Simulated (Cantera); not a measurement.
A Cantera script and its output.

```python
import numpy as np
import cantera as ct

gas = ct.Solution("gri30.yaml")
gas.TPX = 425, 500000, {'CH3OH': 1.4, 'O2': 1.5, 'N2': 5.64}
inlet = ct.Reservoir(gas, clone=True)
gas.equilibrate("HP")  # start burning
reactor = ct.IdealGasConstPressureReactor(gas, energy="on", clone=False)
exhaust = ct.Reservoir(gas, clone=True)
tau = [0.076, 0.039, 0.02, 0.01, 0.0053, 0.0027, 0.0014, 0.00073, 0.00037, 0.00019, 9.9e-05][0]
for a, b in ((inlet, reactor), (reactor, exhaust)):
    ct.MassFlowController(a, b, mdot=lambda t: reactor.mass / tau)
net = ct.ReactorNet([reactor])
show = ['CH3OH', 'O2', 'HCN', 'N2O', 'CH2O', 'H2O']

rows = []
print(f"{'tau/s':>10s}{'T/K':>9s}" + "".join(f"{s:>11s}" for s in show))
for tau in [0.076, 0.039, 0.02, 0.01, 0.0053, 0.0027, 0.0014, 0.00073, 0.00037, 0.00019, 9.9e-05]:
    net.initial_time = 0.0
    net.advance(30 * tau)
    before = gas.X
    net.advance(40 * tau)
    drift = np.max(np.abs(gas.X - before) / (gas.X + 1e-9))
    rows.append([gas.T, *gas[show].X, drift])
    print(f"{tau:10.3e}{gas.T:9.1f}" + "".join(f"{x:11.3e}" for x in gas[show].X))
```

It prints:

```
     tau/s      T/K      CH3OH         O2        HCN        N2O       CH2O        H2O
 7.600e-02   2109.8  1.189e-06  4.440e-05  2.939e-07  5.526e-09  1.222e-06  2.346e-01
 3.900e-02   2107.7  1.849e-06  6.873e-05  3.545e-07  6.932e-09  1.857e-06  2.344e-01
 2.000e-02   2104.6  2.797e-06  1.055e-04  4.269e-07  8.868e-09  2.754e-06  2.342e-01
 1.000e-02   2100.1  4.241e-06  1.648e-04  5.416e-07  1.156e-08  4.105e-06  2.338e-01
 5.300e-03   2094.6  6.204e-06  2.492e-04  7.156e-07  1.476e-08  5.923e-06  2.332e-01
 2.700e-03   2086.6  9.355e-06  3.888e-04  1.022e-06  1.905e-08  8.814e-06  2.325e-01
 1.400e-03   2076.5  1.413e-05  6.012e-04  1.500e-06  2.417e-08  1.314e-05  2.316e-01
 7.300e-04   2063.4  2.164e-05  9.266e-04  2.216e-06  3.017e-08  1.983e-05  2.305e-01
 3.700e-04   2046.0  3.466e-05  1.455e-03  3.277e-06  3.726e-08  3.121e-05  2.291e-01
 1.900e-04   2024.6  5.708e-05  2.274e-03  4.645e-06  4.475e-08  5.038e-05  2.275e-01
 9.900e-05   1998.2  9.790e-05  3.582e-03  6.216e-06  5.228e-08  8.451e-05  2.259e-01
```

Model: GRI-Mech 3.0 (53 species, 325 reactions), integrated in Cantera. GRI-Mech 3.0 was tuned for natural gas; its chemistry of methanol as a main component is partial and can be far from experiment.
